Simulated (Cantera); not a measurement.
A closed system holds: 1 mol Si, 24 mol HCl, held at 1150 °C and 0.133 bar.

These are equilibrium values from Cantera (NASA tables, ideal gas, pure condensed phases), not measurements of a reactor. Candidate condensed phases: Si; 19 gas species. The tables' values for SiCl3 are old estimates; treat these amounts as uncertain. Equilibrium is a limit: real reactors are often held back by kinetics, nucleation or transport.

Base state: HCl 0.872, H2 0.0849, SiCl4 0.0404, SiCl3 0.00222, SiCl2 0.000484, SiHCl3 0.000306, Cl 4.46e-5 (mole fractions); condensed: gas only.

Question: What changes in the equilibrium state with this change: HCl from 24 to 9.1 mol?

Answer: 
```tsv
species	before	after
HCl	0.872	0.649
H2	0.0849	0.229
SiCl4	0.0404	0.101
SiCl3	0.00222	0.0123
SiH2Cl2	3.52e-7	1.16e-5
SiCl2	0.000484	0.00590
SiHCl3	0.000306	0.00277
Cl	4.46e-5	2.02e-5
```
